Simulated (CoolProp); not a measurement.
C2F6 (R116) at several states: Z from the reference equation and from simpler models built on Tc = 293.0 K, pc = 30.48 bar, ω = 0.257; each cubic takes its own stable root.

The numbers come from the reference Helmholtz-energy equation of state, Lemmon 2006 in CoolProp. It is a short technical equation, of lower accuracy than the large ones.

```csv
T (K),p (bar),phase,reference,Redlich-Kwong,Soave-Redlich-Kwong,Peng-Robinson
347.1,0.221,gas,0.9987,0.9985,0.9986,0.9984
237.2,6.91,liquid,0.03464,0.8394,0.03713,0.03272
421.8,20.1,gas,0.9457,0.9275,0.9499,0.9351
214.6,0.176,gas,0.9946,0.9953,0.9948,0.9945
408.4,0.349,gas,0.9989,0.9986,0.9989,0.9986
285.7,23.7,gas,0.5792,0.6019,0.5909,0.5643
```

At some of these states Redlich-Kwong gives the other phase, because its saturation line lies elsewhere.
